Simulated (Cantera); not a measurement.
Mixture: 8.67 % CH₄, 1.39 % H₂, 16.4 % O₂, 62.3 % N₂, 11.3 % H₂O, equivalence ratio 1.1, at 14300 Torr, adiabatic and at constant volume. Ignition delay is the time to a rise of 400 K.

Model: GRI-Mech 3.0 (53 species, 325 reactions), integrated in Cantera. The pressure lies above the range GRI-Mech 3.0 was tuned for (to about 10 atm). Below about 1000 K GRI-Mech 3.0 lacks low-temperature oxidation paths. Below about 950 K walls govern HO2 and H2O2 in real vessels.

Q: Predict: delay at 923 K; delay at 1123 K; delay at 1323 K; delay at 1523 K; delay at 1723 K; apparent activation energy between 1623 and 1823 K.

A: 
```json
{
 "delay at 923 K": "60.2 ms",
 "delay at 1123 K": "1.45 ms",
 "delay at 1323 K": "0.193 ms",
 "delay at 1523 K": "46.3 µs",
 "delay at 1723 K": "11.9 µs",
 "apparent activation energy between 1623 and 1823 K": "160 kJ/mol"
}
```
